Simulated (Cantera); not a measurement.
What does this Cantera script print?

```python
import numpy as np
import cantera as ct

gas_names = """
    AL ALCL ALCL2 ALCL3 ALH ALO ALOCL ALOH ALO2 ALO2H AL2 AL2CL6 AL2O AL2O2 CL CLO CL2 H HALO HCL HOCL
    HO2 H2 H2O H2O2 O OH O2 O3
""".split()
cond_names = """
    AL(cr) AL(L) ALCL3(s) ALCL3(L) AL2O3(a) AL2O3(L) H2O(s) H2O(L)
""".split()


# ... load() reads the species with a 1 bar reference pressure and builds the phases ...
atoms = {
    'Al': {'AL': 1},
    'HCl': {'H': 1, 'CL': 1},
    'H2': {'H': 2},
    'O2': {'O': 2},
}
top_T = {}  # K; cautious upper limits of use, not melting points


# ... equilibrate(T, P, feed) seeds the gas with the atoms and calls Mixture.equilibrate('TP', solver="vcs", rtol=1e-11, max_steps=5000) ...
results = []
feed = {'Al': 1, 'HCl': 2.8, 'H2': 12, 'O2': 0.76}  # mol
T = 2048  # K
for P in [10, 63, 400, 2500, 16000, 100000]:
    mix = equilibrate(T, P, feed)
    results.append((T, P, feed, dict(zip(mix.species_names, mix.species_moles))))
    x = sorted(zip(gas.X, gas.species_names), reverse=True)
    print(f"T = {T:g} K  P = {P:g} Pa  gas = {mix.phase_moles(0):.4g} mol")
    print("   x: " + "  ".join(f"{s} {v:.3e}" for v, s in x if v > 0.0001))
    print("   condensed (mol): " + ("  ".join(f"{mix.phase(i).name} {mix.phase_moles(i):.4g}"
          for i in range(1, mix.n_phases) if mix.phase_moles(i) > 1e-12) or "none"))
```

Output:

```
T = 2048 K  P = 10 Pa  gas = 16.61 mol
   x: H2 6.355e-01  H 1.785e-01  HCL 1.309e-01  CL 2.722e-02  H2O 1.641e-02  ALCL 1.004e-02  OH 5.020e-04  ALOCL 3.767e-04  AL 2.784e-04  O 1.018e-04
   condensed (mol): AL2O3(a) 0.4097
T = 2048 K  P = 63 Pa  gas = 15.55 mol
   x: H2 7.304e-01  HCL 1.595e-01  H 7.625e-02  H2O 1.320e-02  CL 1.233e-02  ALCL 7.760e-03  ALOCL 2.039e-04  OH 1.501e-04  ALCL2 1.276e-04
   condensed (mol): AL2O3(a) 0.4361
T = 2048 K  P = 400 Pa  gas = 15.12 mol
   x: H2 7.739e-01  HCL 1.739e-01  H 3.115e-02  H2O 9.934e-03  ALCL 5.452e-03  CL 5.183e-03  ALCL2 2.395e-04  ALOCL 1.018e-04
   condensed (mol): AL2O3(a) 0.4558
T = 2048 K  P = 2500 Pa  gas = 14.94 mol
   x: H2 7.930e-01  HCL 1.807e-01  H 1.261e-02  H2O 7.449e-03  ALCL 3.575e-03  CL 2.127e-03  ALCL2 4.027e-04
   condensed (mol): AL2O3(a) 0.4692
T = 2048 K  P = 16000 Pa  gas = 14.86 mol
   x: H2 8.019e-01  HCL 1.834e-01  H2O 5.845e-03  H 5.013e-03  ALCL 2.087e-03  CL 8.488e-04  ALCL2 6.003e-04  ALCL3 3.053e-04
   condensed (mol): AL2O3(a) 0.4776
T = 2048 K  P = 100000 Pa  gas = 14.82 mol
   x: H2 8.063e-01  HCL 1.835e-01  H2O 5.247e-03  H 2.011e-03  ALCL 9.874e-04  ALCL3 8.993e-04  ALCL2 7.087e-04  CL 3.388e-04
   condensed (mol): AL2O3(a) 0.4807
```

Cantera equilibrium calculation (NASA polynomials, part measured and part estimated; ideal gas, pure solids and liquids). The tables' values for AlCl2, AlOH are old estimates; treat these amounts as uncertain.
